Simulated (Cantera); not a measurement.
**Formation from one mole of O₂**

Standard-state values (1 bar) from the NASA 1993 polynomials, evaluated with Cantera. Values are per mole of reaction as written; species without (g) are pure solids or liquids, kept so even where they would boil at 1 bar.

1.333 B + O₂(g) = 0.6667 B₂O₃(g)

```tsv
T (K)	ΔH° (kJ)	ΔS° (J/K)	ΔG° (kJ)	log10 K	condensed phases
1575	-562.3	-29.0	-516.6	17.13	B(s)
1675	-562.9	-29.4	-513.7	16.02	B(s)
1775	-563.5	-29.8	-510.7	15.03	B(s)
1875	-564.2	-30.1	-507.7	14.14	B(s)
1975	-564.9	-30.5	-504.7	13.35	B(s)
2075	-565.7	-30.9	-501.6	12.63	B(s)
2175	-566.5	-31.3	-498.5	11.97	B(s)
2275	-567.3	-31.6	-495.3	11.37	B(s)
2375	-635.2	-60.5	-491.4	10.81	B(l)
```

C + O₂(g) = CO₂(g)

```tsv
T (K)	ΔH° (kJ)	ΔS° (J/K)	ΔG° (kJ)	log10 K
1575	-395.8	0.3	-396.3	13.14
1675	-396.1	0.1	-396.3	12.36
1775	-396.3	0.0	-396.3	11.66
1875	-396.5	-0.1	-396.3	11.04
1975	-396.8	-0.2	-396.3	10.48
2075	-397.0	-0.4	-396.3	9.97
2175	-397.3	-0.5	-396.2	9.52
2275	-397.6	-0.6	-396.2	9.10
2375	-397.9	-0.8	-396.1	8.71
```

0.6667 Cr + O₂(g) = 0.6667 CrO₃(g)

| T (K) | ΔH° (kJ) | ΔS° (J/K) | ΔG° (kJ) | log10 K | condensed phases |
|---|---|---|---|---|---|
| 1575 | -201.5 | -50.7 | -121.6 | 4.03 | Cr(s) |
| 1675 | -202.7 | -51.4 | -116.5 | 3.63 | Cr(s) |
| 1775 | -204.0 | -52.2 | -111.3 | 3.28 | Cr(s) |
| 1875 | -205.5 | -53.0 | -106.0 | 2.95 | Cr(s) |
| 1975 | -207.2 | -53.9 | -100.7 | 2.66 | Cr(s) |
| 2075 | -209.0 | -54.8 | -95.3 | 2.40 | Cr(s) |
| 2175 | -224.2 | -62.0 | -89.4 | 2.15 | Cr(l) |
| 2275 | -225.2 | -62.4 | -83.2 | 1.91 | Cr(l) |
| 2375 | -226.2 | -62.8 | -77.0 | 1.69 | Cr(l) |
